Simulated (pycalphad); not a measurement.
**Phase fractions of Al-1.592Si-4.959Mn (wt.%)**

All values are pycalphad results on the COST 507 light-alloy database (1999) (1 atm), not direct measurements. The data set is of 1999 and partly superseded. Phase fractions are per mole of atoms. Kinetics are ignored, which matters at the lower temperatures.

```json
[
 {"T (K)": "1050", "LIQUID": "1.000", "ALMNSI_BETA": "-", "ALMNSI_ALPHA": "-", "FCC_A1": "-"},
 {"T (K)": "1000", "LIQUID": "0.989", "ALMNSI_BETA": "0.011", "ALMNSI_ALPHA": "-", "FCC_A1": "-"},
 {"T (K)": "950", "LIQUID": "0.929", "ALMNSI_BETA": "-", "ALMNSI_ALPHA": "0.071", "FCC_A1": "-"},
 {"T (K)": "900", "LIQUID": "-", "ALMNSI_BETA": "-", "ALMNSI_ALPHA": "0.131", "FCC_A1": "0.869"},
 {"T (K)": "850", "LIQUID": "-", "ALMNSI_BETA": "-", "ALMNSI_ALPHA": "0.137", "FCC_A1": "0.863"},
 {"T (K)": "800", "LIQUID": "-", "ALMNSI_BETA": "-", "ALMNSI_ALPHA": "0.141", "FCC_A1": "0.859"},
 {"T (K)": "750", "LIQUID": "-", "ALMNSI_BETA": "-", "ALMNSI_ALPHA": "0.142", "FCC_A1": "0.858"},
 {"T (K)": "700", "LIQUID": "-", "ALMNSI_BETA": "-", "ALMNSI_ALPHA": "0.143", "FCC_A1": "0.857"},
 {"T (K)": "650", "LIQUID": "-", "ALMNSI_BETA": "-", "ALMNSI_ALPHA": "0.144", "FCC_A1": "0.856"},
 {"T (K)": "600", "LIQUID": "-", "ALMNSI_BETA": "-", "ALMNSI_ALPHA": "0.144", "FCC_A1": "0.856"},
 {"T (K)": "550", "LIQUID": "-", "ALMNSI_BETA": "-", "ALMNSI_ALPHA": "0.144", "FCC_A1": "0.856"},
 {"T (K)": "500", "LIQUID": "-", "ALMNSI_BETA": "-", "ALMNSI_ALPHA": "0.144", "FCC_A1": "0.856"}
]
```

Database names, with the compositions (at.%) that they take in these runs: ALMNSI_BETA: Al 71 Mn 23 Si 6; ALMNSI_ALPHA: Al 72-74 Mn 17 Si 8-11. FCC_A1 is fcc.
